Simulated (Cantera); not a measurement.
A closed system holds: 1 mol PbO, 0.16 mol H2, at 1450 K and 10.0 Torr.

Method: chemical equilibrium by Gibbs-energy minimisation in Cantera with the NASA 1993 tables (ideal gas, pure condensed phases). Candidate condensed phases: H2O, Pb, PbO, PbO2, Pb3O4; 12 gas species. Gases not in the tables: (PbO)n polymers. Kinetics and transport are ignored.

Base state: PbO 0.342, Pb 0.329, H2O 0.327, O2 0.000983, H2 8.57e-5, OH 6.95e-5, Pb2 2.93e-5 (mole fractions); condensed: PbO(l).

Question: What changes in the equilibrium state with this change: temperature from 1450 K to 975 K?

Answer: 
```csv
species,before,after
H2O,0.327,0.999
Pb,0.329,0.000688
H2,8.57e-5,0.000134
PbO,0.342,9.73e-6
O2,0.000983,<1e-9
OH,6.95e-5,1.55e-9
"PbO(l), mol",0.672,0
"Pb(l), mol",0,0.160
"PbO(yellow), mol",0,0.840
```
